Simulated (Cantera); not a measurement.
**Gas-phase reforming**

An isothermal, constant-pressure homogeneous reactor starts with 25.0 % CH₄, 75.0 % CO₂, at 1773 K and 1000000 Pa.

Detailed kinetics in Cantera: GRI-Mech 3.0 (53 species, 325 reactions).

| t (s) | x CH₄ | x CO₂ | x HO₂ | x O₂ | x H₂O | x CH₂CO | x CH₂ |
|---|---|---|---|---|---|---|---|
| 1.00e-5 | 0.248 | 0.750 | <1e-12 | <1e-12 | 5.69e-5 | 5.40e-10 | 6.76e-8 |
| 3.72e-5 | 0.242 | 0.748 | <1e-12 | 3.26e-12 | 0.000368 | 2.11e-8 | 1.50e-7 |
| 0.000138 | 0.214 | 0.732 | <1e-12 | 2.71e-11 | 0.00374 | 9.01e-7 | 1.96e-7 |
| 0.000514 | 0.154 | 0.666 | 1.57e-12 | 1.73e-10 | 0.0295 | 1.35e-5 | 1.30e-7 |
| 0.00191 | 0.0723 | 0.506 | 2.46e-12 | 5.24e-10 | 0.129 | 6.68e-5 | 1.54e-7 |
| 0.00711 | 0.0184 | 0.333 | 2.76e-12 | 8.08e-10 | 0.221 | 0.000131 | 1.93e-7 |
| 0.0265 | 0.0118 | 0.239 | 1.18e-12 | 3.79e-10 | 0.207 | 5.02e-5 | 6.90e-8 |
| 0.0984 | 0.00569 | 0.175 | <1e-12 | 2.47e-10 | 0.184 | 7.90e-6 | 1.24e-8 |
| 0.366 | 0.000316 | 0.157 | <1e-12 | 2.25e-10 | 0.177 | 1.29e-7 | 3.35e-10 |
| 1.36 | 2.81e-7 | 0.156 | <1e-12 | 2.27e-10 | 0.177 | 1.10e-10 | <1e-12 |
| 5.06 | 2.80e-7 | 0.156 | <1e-12 | 2.27e-10 | 0.177 | 1.10e-10 | <1e-12 |
| 18.8 | 2.80e-7 | 0.156 | <1e-12 | 2.27e-10 | 0.177 | 1.10e-10 | <1e-12 |
| 70.0 | 2.80e-7 | 0.156 | <1e-12 | 2.27e-10 | 0.177 | 1.10e-10 | <1e-12 |
x: mole fraction; the columns are a selection and need not sum to one.

Equilibrium at this temperature and pressure: CH₄ 2.96e-7, CO₂ 0.156, HO₂ <1e-12, O₂ 2.27e-10, H₂O 0.177, CH₂CO 1.16e-10, CH₂ <1e-12 (gas phase only).
